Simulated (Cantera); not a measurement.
## Equilibrium for silicon nitride deposition: SiCl4 + N2 + H2 + NH3

A closed system holds: 1 mol SiCl4, 12 mol N2, 23 mol H2, 0.19 mol NH3, held at 1748 K.

Equilibrium computed with Cantera from the NASA thermochemical tables; the gas is ideal and each condensed phase is pure. Candidate condensed phases: NH4Cl, Si, Si3N4; 28 gas species. The tables' values for SiCl, SiCl3, SiN are old estimates; treat these amounts as uncertain. Gases not in the tables: Si2H6 and higher silanes. Rates play no part.

| P (Pa) | x H2 | x N2 | x HCl | x H | x SiCl2 | x Si | x Cl | x SiCl | n Si(l) | n Si3N4(s) |
|---|---|---|---|---|---|---|---|---|---|---|
| 5 | 0.558 | 0.315 | 0.0743 | 0.0241 | 0.0132 | 0.0117 | 0.00248 | 0.000976 | 0 | 0 |
| 17 | 0.575 | 0.319 | 0.0658 | 0.0133 | 0.0188 | 0.00643 | 0.00117 | 0.000864 | 0 | 0 |
| 59 | 0.584 | 0.321 | 0.0617 | 0.00719 | 0.0217 | 0.00247 | 0.000586 | 0.000575 | 0.0613 | 0 |
| 210 | 0.588 | 0.323 | 0.0621 | 0.00382 | 0.0219 | 0.000693 | 0.000312 | 0.000306 | 0.137 | 0 |
| 710 | 0.590 | 0.323 | 0.0623 | 0.00208 | 0.0219 | 0.000205 | 0.000170 | 0.000167 | 0.159 | 0 |
| 2400 | 0.590 | 0.319 | 0.0715 | 0.00113 | 0.0177 | 3.71e-5 | 0.000106 | 6.37e-5 | 0 | 0.110 |
| 8400 | 0.586 | 0.316 | 0.0852 | 0.000604 | 0.0110 | 4.63e-6 | 6.77e-5 | 1.78e-5 | 0 | 0.194 |
| 29000 | 0.584 | 0.314 | 0.0953 | 0.000324 | 0.00609 | 5.90e-7 | 4.08e-5 | 4.71e-6 | 0 | 0.254 |
| 100000 | 0.582 | 0.313 | 0.101 | 0.000174 | 0.00305 | 7.52e-8 | 2.35e-5 | 1.19e-6 | 0 | 0.292 |
x: gas mole fraction; n: condensed amount in mol.

From 0.0375 Torr to 0.128 Torr nothing is condensed. From 0.443 Torr to 5.33 Torr the condensed part is Si(l). From 18.0 Torr to 750 Torr the condensed part is Si3N4(s). The main Si-bearing gas is SiCl2 throughout.
